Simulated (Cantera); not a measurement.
A Cantera script and its output.

```python
import numpy as np
import cantera as ct

gas = ct.Solution("h2o2.yaml")
gas.TPX = 1275, 2600, {'H2': 0.3, 'O2': 0.52, 'N2': 3.1}
reactor = ct.IdealGasConstPressureReactor(gas, energy="off", clone=False)
net = ct.ReactorNet([reactor])
net.rtol, net.atol = 1e-08, 1e-18
show = ['H2', 'O2', 'H2O2', 'HO2', 'H', 'OH', 'H2O']
times = np.geomspace(1e-05, 100, 14)

steps = ct.SolutionArray(gas, extra=["t"])
rows = []
print(f"{'t/s':>10s}{'T/K':>9s}{'P/Pa':>11s}" + "".join(f"{s:>11s}" for s in show))
for t in times:
    while net.time < t:
        t_next = net.step()
        steps.append(gas.state, t=t_next)
    rows.append([np.interp(t, steps.t, y) for y in (steps.T, steps.P, *steps(*show).X.T)])
    print(f"{t:10.3e}{rows[-1][0]:9.1f}{rows[-1][1]:11.4g}" + "".join(f"{x:11.3e}" for x in rows[-1][2:]))
rate = np.gradient(steps.T, steps.t)
print("integrator steps:", len(steps.t))
if steps.T.max() > steps.T[0] + 200:
    print(f"time of steepest temperature rise: {steps.t[rate.argmax()]:.4e} s")
gas.TPX = 1275, 2600, {'H2': 0.3, 'O2': 0.52, 'N2': 3.1}
gas.equilibrate("TP")
print(f"equilibrium (TP): T = {gas.T:.1f} K  " + "  ".join(f"{s} {gas[s].X[0]:.3e}" for s in show))
```

It prints:

```
       t/s      T/K       P/Pa         H2         O2       H2O2        HO2          H         OH        H2O
 1.000e-05   1275.0       2600  7.653e-02  1.327e-01  7.752e-14  6.906e-10  6.677e-10  2.568e-11  4.541e-12
 3.455e-05   1275.0       2600  7.653e-02  1.327e-01  9.216e-13  2.386e-09  2.254e-09  2.346e-10  1.513e-10
 1.194e-04   1275.0       2600  7.653e-02  1.327e-01  1.087e-11  8.246e-09  9.766e-09  1.871e-09  4.232e-09
 4.125e-04   1275.0       2600  7.653e-02  1.327e-01  1.251e-10  2.886e-08  1.747e-07  4.022e-08  2.090e-07
 1.425e-03   1275.0       2600  7.420e-02  1.315e-01  6.394e-09  1.090e-06  1.176e-03  2.715e-04  1.610e-03
 4.924e-03   1275.0       2600  5.427e-03  9.465e-02  8.651e-08  1.282e-06  2.891e-02  3.520e-03  5.519e-02
 1.701e-02   1275.0       2600  4.319e-03  9.531e-02  1.004e-07  1.323e-06  1.813e-02  3.149e-03  6.278e-02
 5.878e-02   1275.0       2600  1.765e-03  9.660e-02  1.129e-07  1.269e-06  4.029e-03  2.020e-03  7.425e-02
 2.031e-01   1275.0       2600  1.938e-04  9.781e-02  5.661e-08  6.376e-07  1.375e-04  6.686e-04  7.893e-02
 7.017e-01   1275.0       2600  1.518e-05  9.808e-02  1.271e-08  1.053e-07  3.022e-06  1.880e-04  7.946e-02
 2.424e+00   1275.0       2600  2.079e-06  9.812e-02  2.837e-09  1.833e-08  1.552e-07  6.992e-05  7.954e-02
 8.377e+00   1275.0       2600  4.282e-07  9.813e-02  7.319e-10  6.202e-09  1.464e-08  3.183e-05  7.956e-02
 2.894e+01   1275.0       2600  1.287e-07  9.814e-02  2.519e-10  5.488e-09  2.422e-09  1.746e-05  7.957e-02
 1.000e+02   1275.0       2600  8.798e-08  9.814e-02  1.821e-10  5.946e-09  1.372e-09  1.443e-05  7.957e-02
integrator steps: 2270
equilibrium (TP): T = 1275.0 K  H2 8.754e-08  O2 9.814e-02  H2O2 1.813e-10  HO2 5.954e-09  H 1.362e-09  OH 1.440e-05  H2O 7.957e-02
```

Cantera simulation using the H2/O2 subset of GRI-Mech 3.0, which has no nitrogen chemistry; the numbers are that mechanism's predictions, not measurements. Radical loss at walls, strong at low pressure, is not modelled. The temperature is held fixed by assumption; the heat of reaction is taken as removed at once.
